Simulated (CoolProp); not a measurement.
Vapour-liquid equilibrium of hydrogen chloride (1) + n-butane (2) at -23.15 °C; x and y are mole fractions of (1).

The numbers come from the multi-fluid Helmholtz-energy mixture model, Thol 2018 and Bücker 2006; pair parameters Bell 2016 in CoolProp.

Problem. Give the bubble pressure and the first vapour's composition at x = 0.05, 0.55, 0.65. Is there an azeotrope?

Solution. x = 0.05: 1.631 bar, y = 0.761; x = 0.55: 9.335 bar, y = 0.965; x = 0.65: 10.02 bar, y = 0.970. No azeotrope shows between x = 0.05 and 0.95.

Pair parameters are fitted to limited data, so mixtures are less certain than the pure fluids. With so large a gap from Raoult's law the liquid may split in two, which this calculation doesn't test in full.
